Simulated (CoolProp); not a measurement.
Vapour-liquid equilibrium of hydrogen chloride (1) + n-butane (2) at 271.6 K; x and y are mole fractions of (1).

The numbers come from the multi-fluid Helmholtz-energy mixture model, Thol 2018 and Bücker 2006; pair parameters Bell 2016 in CoolProp.

**Question.** Give the bubble pressure and the first vapour's composition at x = 0.05, 0.15, 0.55. Is there an azeotrope?

**Answer.** x = 0.05: 285.9 kPa, y = 0.658; x = 0.15: 656.1 kPa, y = 0.851; x = 0.55: 1614 kPa, y = 0.946. No azeotrope shows between x = 0.05 and 0.95.

The pair parameters rest on a limited set of measurements; away from them the model extrapolates. The gap from Raoult's law changes sign with composition, which may be real or a fault of the pair parameters; it wasn't checked against measurements.
